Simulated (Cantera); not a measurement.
A closed system holds: 1 mol C2H2, 2.5 mol H2, at 2373.15 K and 71.0 Pa.

These are equilibrium values from Cantera (NASA tables, ideal gas, pure condensed phases), not measurements of a reactor. Candidate condensed phases: C, C6H6, C7H8, C8H18; 76 gas species. Rates play no part.

Q: What is the equilibrium state?

A: 
```json
{
  "x(H2)": "0.592",
  "x(H)": "0.404",
  "x(C2H2 (acetylene))": "0.00365",
  "x(C2H)": "0.000134",
  "x(C3)": "8.72e-5",
  "x(C)": "3.73e-5",
  "x(C4H2)": "9.23e-6",
  "x(C2)": "7.85e-6",
  "x(C2H2 (vinylidene))": "1.81e-6",
  "n(C(graphite))": "1.97 mol",
  "gas_amount": "4.386 mol"
}
```
